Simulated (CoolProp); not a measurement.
Water along the isotherm 408.8 K: density (kg/m³) from the reference equation and from simpler models built on Tc = 647.1 K, pc = 220.6 bar, ω = 0.344; each cubic takes its own stable root.

Values from CoolProp's reference Helmholtz-energy equation of state, Wagner 2002.

| p (bar) | phase | reference | Soave-Redlich-Kwong | Peng-Robinson |
|---|---|---|---|---|
| 36.8 | liquid | 931.8 | 685.0 | 773.3 |
| 73.5 | liquid | 933.7 | 686.0 | 774.3 |
| 110 | liquid | 935.6 | 687.1 | 775.3 |
| 147 | liquid | 937.4 | 688.1 | 776.2 |
| 184 | liquid | 939.3 | 689.2 | 777.2 |
| 221 | liquid | 941.1 | 690.2 | 778.2 |
| 257 | liquid | 942.9 | 691.1 | 779.1 |
| 294 | liquid | 944.7 | 692.1 | 780.0 |
| 331 | liquid | 946.5 | 693.1 | 780.9 |
| 368 | liquid | 948.2 | 694.0 | 781.8 |
| 405 | liquid | 950.0 | 694.9 | 782.7 |
| 441 | liquid | 951.6 | 695.8 | 783.5 |
| 478 | liquid | 953.3 | 696.7 | 784.4 |
| 515 | liquid | 955.0 | 697.6 | 785.3 |
| 552 | liquid | 956.7 | 698.5 | 786.1 |
